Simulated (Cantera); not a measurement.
Charge: 1 mol (CH₃)₂SiCl₂, 0.099 mol C₂H₄, 500 mol H₂, at 1575 K and 100 Torr.

Method: chemical equilibrium by Gibbs-energy minimisation in Cantera with the NASA 1993 tables (ideal gas, pure condensed phases). Candidate condensed phases: C, C₆H₆, C₇H₈, C₈H₁₈, Si, SiC; 109 gas species. The feed counts by its element totals alone. Kinetics and transport are ignored.

Base state: H₂ 0.996, HCl 0.00397, CH₄ 0.000240, H 0.000114, C₂H₂ (acetylene) 2.10e-5 (mole fractions); condensed: C(graphite) + SiC(s).

Question: What changes in the equilibrium state with this change: temperature from 1575 K to 1900 K?

Answer: 
```tsv
species	before	after
H₂	0.996	0.993
HCl	0.00397	0.00395
H	0.000114	0.00217
C₂H₂ (acetylene)	2.10e-5	0.000379
CH₄	0.000240	7.39e-5
C(graphite), mol	1.06	0.780
SiC(s), mol	1.000	0.996
```
